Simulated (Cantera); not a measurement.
Low-pressure radical oxidation in H2/O2

An isothermal, constant-pressure homogeneous reactor starts with H2 : O2 : N2 = 0.0057 : 1 : 0.95 (molar parts), equivalence ratio 0.0029, at 975 K and 20.0 Torr.

Computed with Cantera and the H2/O2 subset of GRI-Mech 3.0, which has no nitrogen chemistry. Radical loss at walls, strong at low pressure, is not modelled.

```csv
t (s),x H2,x O2,x H,x H2O,x OH,x HO2
4.00e-5,0.00291,0.511,<1e-12,<1e-12,<1e-12,<1e-12
9.37e-5,0.00291,0.511,1.00e-12,<1e-12,<1e-12,1.36e-12
0.000220,0.00291,0.511,1.72e-12,<1e-12,1.41e-12,3.20e-12
0.000514,0.00291,0.511,2.64e-12,1.18e-12,4.90e-12,7.60e-12
0.00120,0.00291,0.511,4.63e-12,9.01e-12,1.52e-11,1.81e-11
0.00282,0.00291,0.511,1.27e-11,7.04e-11,5.60e-11,4.47e-11
0.00661,0.00291,0.511,9.64e-11,9.51e-10,4.76e-10,1.39e-10
0.0155,0.00291,0.511,9.39e-9,1.05e-7,4.71e-8,4.85e-9
0.0363,0.00152,0.510,0.000150,0.00118,0.000269,3.44e-6
0.0850,2.08e-5,0.510,2.01e-5,0.00286,6.15e-5,1.14e-6
0.199,2.16e-6,0.510,2.71e-6,0.00290,2.67e-5,5.14e-7
0.467,4.39e-7,0.511,3.37e-7,0.00291,1.32e-5,2.34e-7
1.09,8.99e-8,0.511,3.53e-8,0.00292,6.26e-6,9.01e-8
2.56,1.74e-8,0.511,3.69e-9,0.00292,2.98e-6,2.99e-8
6.00,3.36e-9,0.511,4.40e-10,0.00292,1.48e-6,9.24e-9
```
x: mole fraction; the columns are a selection and need not sum to one.

Equilibrium at this temperature and pressure: H2 1.02e-12, O2 0.511, H <1e-12, H2O 0.00292, OH 3.69e-8, HO2 8.31e-11 (gas phase only).
